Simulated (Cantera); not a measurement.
**Catalytic combustion on Pt**

An isothermal plug-flow reactor at 750 K and 0.260 bar (inlet), inlet velocity 0.52 m/s, active area per volume 6100 1/m; feed 0.246 % CH₄, 4.81 % O₂, 92.6 % N₂, 2.34 % H₂O.

Computed with Cantera and Deutschmann's 1995 Pt surface mechanism with GRI-Mech 3.0 gas chemistry. Catalytic surfaces can have several steady states; this one follows from the mechanism file's or the stated starting coverage. Mass transfer to the wall is taken as infinitely fast.

```json
[
 {"z (m)": "0.00012", "x CH₄": "0.00246", "x O₂": "0.0480", "x H₂O": "0.0235", "x CO₂": "6.36e-6", "x CO": "1.66e-7", "θ free Pt": "0.0439", "θ O*": "0.954", "θ OH*": "0.00226"},
 {"z (m)": "0.00021", "x CH₄": "0.00245", "x O₂": "0.0480", "x H₂O": "0.0235", "x CO₂": "1.12e-5", "x CO": "2.24e-7", "θ free Pt": "0.0439", "θ O*": "0.954", "θ OH*": "0.00226"},
 {"z (m)": "0.00038", "x CH₄": "0.00244", "x O₂": "0.0480", "x H₂O": "0.0235", "x CO₂": "2.03e-5", "x CO": "2.69e-7", "θ free Pt": "0.0439", "θ O*": "0.954", "θ OH*": "0.00227"},
 {"z (m)": "0.00068", "x CH₄": "0.00242", "x O₂": "0.0480", "x H₂O": "0.0235", "x CO₂": "3.65e-5", "x CO": "2.84e-7", "θ free Pt": "0.0439", "θ O*": "0.954", "θ OH*": "0.00227"},
 {"z (m)": "0.0012", "x CH₄": "0.00240", "x O₂": "0.0479", "x H₂O": "0.0236", "x CO₂": "6.43e-5", "x CO": "2.84e-7", "θ free Pt": "0.0439", "θ O*": "0.954", "θ OH*": "0.00227"},
 {"z (m)": "0.0021", "x CH₄": "0.00235", "x O₂": "0.0478", "x H₂O": "0.0237", "x CO₂": "0.000112", "x CO": "2.78e-7", "θ free Pt": "0.0440", "θ O*": "0.954", "θ OH*": "0.00228"},
 {"z (m)": "0.0038", "x CH₄": "0.00226", "x O₂": "0.0477", "x H₂O": "0.0238", "x CO₂": "0.000199", "x CO": "2.68e-7", "θ free Pt": "0.0440", "θ O*": "0.954", "θ OH*": "0.00229"},
 {"z (m)": "0.0068", "x CH₄": "0.00212", "x O₂": "0.0474", "x H₂O": "0.0241", "x CO₂": "0.000345", "x CO": "2.51e-7", "θ free Pt": "0.0441", "θ O*": "0.954", "θ OH*": "0.00230"},
 {"z (m)": "0.012", "x CH₄": "0.00188", "x O₂": "0.0469", "x H₂O": "0.0246", "x CO₂": "0.000579", "x CO": "2.23e-7", "θ free Pt": "0.0443", "θ O*": "0.953", "θ OH*": "0.00233"}
]
```
x: gas mole fraction; θ: surface coverage.
